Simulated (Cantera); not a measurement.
A closed system holds: 1 mol Fe2O3, 0.18 mol H2S, 0.29 mol O2, held at 925 K and 0.0133 bar.

Method: chemical equilibrium by Gibbs-energy minimisation in Cantera with the NASA 1993 tables (ideal gas, pure condensed phases). Candidate condensed phases: Fe, FeO, Fe(OH)2, Fe(OH)3, FeS, FeSO4, FeS2, Fe2O3, Fe2(SO4)3, Fe3O4, H2O, H2SO4, S; 22 gas species. The numbers say what is thermodynamically allowed, not how fast it happens.

Base state: H2O 0.484, SO2 0.441, SO3 0.0429, O2 0.0323 (mole fractions); condensed: Fe2O3(s).

**Question.** What changes in the equilibrium state with this change: H2S from 0.18 to 0.15 mol?

**Answer.** 
```tsv
species	before	after
H2O	0.484	0.426
SO2	0.441	0.353
O2	0.0323	0.148
SO3	0.0429	0.0734
Fe2O3(s), mol	1.00	1.00
```

**Question.** What changes in the equilibrium state with this change: temperature from 925 K to 1425 K?

**Answer.** 
| species | before | after |
|---|---|---|
| H2O | 0.484 | 0.472 |
| SO2 | 0.441 | 0.471 |
| O2 | 0.0323 | 0.0555 |
| SO3 | 0.0429 | 0.000718 |
| H2 | <1e-9 | 1.14e-5 |
| OH | 9.56e-8 | 0.000180 |
| Fe2O3(s), mol | 1.00 | 0.992 |
| Fe3O4(s), mol | 0 | 0.00518 |
Mutual solubility and eutectic melting of coexisting phases are not modelled.
